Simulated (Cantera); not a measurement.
A Cantera script and what it prints.

```python
import numpy as np
import cantera as ct

gas_names = """
    O TaO2
""".split()
cond_names = """
    Ta2O5(s) Ta2O5(L)
""".split()


# ... load() reads the species with a 1 bar reference pressure and builds the phases ...
species = {s.name: s for s in load("nasa_gas.yaml", gas_names) + load("nasa_condensed.yaml", cond_names)}
# Each term lists the table entries of one substance; the one whose range holds T is used.
reactions = {
    'O(g) + 2 TaO2(g) = Ta2O5':
        [(-1, ['O']), (-2, ['TaO2']), (1, ['Ta2O5(s)', 'Ta2O5(L)'])],
}


def pick(names, T):
    return next(species[n] for n in names if species[n].thermo.min_temp <= T <= species[n].thermo.max_temp)


results = []
for label, terms in reactions.items():
    print(label)
    print("     T/K   dH/kJ  dS/(J/K)   dG/kJ   log10 K")
    for T in [300, 1675, 1725, 1775, 1825, 1875, 1925, 1975, 2025, 2075, 2125]:
        used = [(nu, pick(names, T)) for nu, names in terms]
        dH = sum(nu * s.thermo.h(T) for nu, s in used) / 1e6
        dS = sum(nu * s.thermo.s(T) for nu, s in used) / 1e3
        dG = dH - T * dS / 1e3
        logK = -dG * 1e6 / (ct.gas_constant * T * np.log(10))
        results.append((label, T, dH, dS, dG, logK, [s.name for _, s in used]))
        print(f"{T:8g} {dH:8.1f} {dS:8.1f} {dG:8.1f} {logK:8.2f}")
```

Result:

```
O(g) + 2 TaO2(g) = Ta2O5
     T/K   dH/kJ  dS/(J/K)   dG/kJ   log10 K
     300  -1893.5   -578.3  -1720.0   299.47
    1675  -1828.5   -505.3   -982.1    30.63
    1725  -1825.5   -503.5   -956.9    28.98
    1775  -1822.5   -501.8   -931.8    27.42
    1825  -1819.5   -500.1   -906.7    25.95
    1875  -1816.4   -498.5   -881.8    24.56
    1925  -1813.4   -496.9   -856.9    23.25
    1975  -1810.3   -495.3   -832.1    22.01
    2025  -1807.2   -493.8   -807.3    20.83
    2075  -1683.3   -433.5   -783.7    19.73
    2125  -1678.0   -431.0   -762.1    18.73
```

Cantera with NASA thermochemical tables; ideal gases at 1 bar, condensed phases pure. Condensed species are held in their standard states even where they would react or evaporate.
